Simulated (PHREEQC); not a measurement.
## Phosphoric acid bath (model solution)

Make-up at 20 °C: 11 mmol/kgw NaH2PO4 and 0.36 mmol/kgw HNO3. Closed to the air; pH follows from the charge balance.

Model: ion-association model, phreeqc.dat, run in PHREEQC.

Precipitation was switched off in this run.

### Question
Predict the pH.

### Answer
pH 3.82.

### Question
In which forms is P present?

### Answer
H2PO4- 98 %, H3PO4 1.8 % of the P.
